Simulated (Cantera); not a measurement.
A closed system holds: 1 mol SiHCl3, 320 mol H2, held at 1 atm.

Method: chemical equilibrium by Gibbs-energy minimisation in Cantera with the NASA 1993 tables (ideal gas, pure condensed phases). Candidate condensed phases: Si; 19 gas species. The numbers say what is thermodynamically allowed, not how fast it happens.

Task: At 1275 °C, list the 4 most abundant gas species with their mole fractions, and the condensed phases.

Result: H2 0.991, HCl 0.00876, SiCl2 0.000258, H 3.05e-5. Condensed: Si(s).
